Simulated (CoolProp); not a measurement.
Oxygen along the isotherm 84.9 K: Z from the reference equation and from simpler models built on Tc = 154.6 K, pc = 50.46 bar, ω = 0.022; each cubic takes its own stable root.

The numbers come from the reference Helmholtz-energy equation of state, Schmidt 1985 in CoolProp.

```
p (bar)   phase  reference  van der Waals  Redlich-Kwong  Soave-Redlich-Kwong  Peng-Robinson
-------  ------  ---------  -------------  -------------  -------------------  -------------
0.399       gas     0.9855         0.9907       0.001528               0.9867         0.9863
0.602    liquid   0.002338         0.9858       0.002305             0.002335       0.002071
0.908    liquid   0.003527         0.9785       0.003476             0.003522       0.003124
1.37     liquid   0.005321         0.9672       0.005244             0.005314       0.004713
2.07     liquid   0.008038         0.9495       0.007923             0.008028       0.007120
3.12     liquid    0.01211        0.01767        0.01194              0.01210        0.01073
4.7      liquid    0.01824        0.02660        0.01798              0.01822        0.01616
7.09     liquid    0.02751        0.04009        0.02711              0.02747        0.02437
10.7     liquid    0.04149        0.06042        0.04089              0.04142        0.03675
16.1     liquid    0.06237        0.09073        0.06147              0.06226        0.05524
24.4     liquid    0.09440         0.1371        0.09303              0.09420        0.08361
36.7     liquid     0.1417         0.2053         0.1396               0.1413         0.1255
55.4     liquid     0.2133         0.3081         0.2101               0.2126         0.1889
83.6     liquid     0.3204         0.4611         0.3157               0.3193         0.2838
126      liquid     0.4800         0.6875         0.4730               0.4779         0.4252
```

At some of these states van der Waals, Redlich-Kwong gives the other phase, because its saturation line lies elsewhere.
